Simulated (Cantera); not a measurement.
An isothermal, constant-pressure homogeneous reactor starts with 1.27 % CH₄, 97.7 % H₂, 1.07 % N₂, at 1575 K and 0.133 bar.

Model: GRI-Mech 3.0 (53 species, 325 reactions), integrated in Cantera. GRI-Mech 3.0 stops at C3 and has no aromatics, soot or wall deposition, so with more carbon than oxygen in the feed, carbon stays in small species such as C2H2 where larger ones or solid carbon would form.

x: mole fraction; the columns are a selection and need not sum to one.

```tsv
t (s)	x CH₄	x H₂	x C₂H	x CH₃	x C₂H₄
0.000500	0.0127	0.977	<1e-12	8.67e-7	4.94e-11
0.00205	0.0127	0.977	<1e-12	…	…
0.00841	0.0127	0.977	<1e-12	1.33e-5	2.76e-7
0.0345	0.0126	0.976	2.22e-12	2.77e-5	4.42e-6
0.141	0.0125	0.977	2.40e-11	2.82e-5	6.40e-6
0.580	0.0120	0.977	1.10e-10	2.71e-5	1.07e-5
2.38	0.0102	0.978	3.97e-10	2.32e-5	2.51e-5
9.75	0.00647	0.980	1.00e-9	1.49e-5	5.55e-5
40.0	…	0.981	…	…	…
```

**Question.** Fill in the missing entries.

**Answer.** 
- 0.00205, x CH₃: 3.50e-6
- 0.00205, x C₂H₄: 3.53e-9
- 40.0, x CH₄: 0.00368
- 40.0, x C₂H: 1.48e-9
- 40.0, x CH₃: 8.63e-6
- 40.0, x C₂H₄: 7.89e-5
